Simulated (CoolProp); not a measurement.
Vapour-liquid equilibrium of R134a (1) + methanol (2) at 2.96 bar; x and y are mole fractions of (1).

The numbers come from the multi-fluid Helmholtz-energy mixture model, Tillner-Roth 1994 and de Reuck 1993; pair parameters Bell 2016 in CoolProp.

```tsv
x	bubble temperature (°C)	y at the bubble point	dew temperature at overall composition x (°C)	liquid density (mol/L)
0.05	57.5	0.741	92.8	22.67
0.125	32.6	0.917	90.3	22.14
0.2	23.0	0.950	87.6	21.23
0.275	18.4	0.962	84.7	20.25
0.35	15.7	0.968	81.6	19.28
0.425	13.7	0.972	78.2	18.35
0.5	12.1	0.975	74.3	17.46
0.575	10.6	0.978	70.0	16.62
0.65	9.1	0.982	64.9	15.83
0.725	7.4	0.985	58.9	15.09
0.8	5.6	0.989	51.4	14.38
0.875	3.7	0.993	40.9	13.72
0.95	1.7	0.997	23.0	13.09
```

No azeotrope shows between x = 0.05 and 0.95.

Pair parameters are fitted to limited data, so mixtures are less certain than the pure fluids. With so large a gap from Raoult's law the liquid may split in two, which this calculation doesn't test in full.
